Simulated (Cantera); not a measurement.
A closed system holds: 1 mol CsCl, a varied amount of H2, held at 902 °C and 7700 Pa.

These are equilibrium values from Cantera (NASA tables, ideal gas, pure condensed phases), not measurements of a reactor. Candidate condensed phases: Cs, CsCl; 9 gas species. The numbers say what is thermodynamically allowed, not how fast it happens.

Task: Which condensed phases are stable at each of these points (n(H2) (mol)): 0.75, 2.5, 4.3, 6.1, 7.9, 9.7, 11, 13, 15?

Result: 
| n(H2) (mol) | condensed phases | Cs condensed (%) |
|---|---|---|
| 0.75 | CsCl(l) | 68.7 |
| 2.5 | gas only | 0.0 |
| 4.3 | gas only | 0.0 |
| 6.1 | gas only | 0.0 |
| 7.9 | gas only | 0.0 |
| 9.7 | gas only | 0.0 |
| 11 | gas only | 0.0 |
| 13 | gas only | 0.0 |
| 15 | gas only | 0.0 |

At 0.75 mol H2 the condensed part is CsCl(l). From 2.5 mol H2 to 15 mol H2 nothing is condensed.
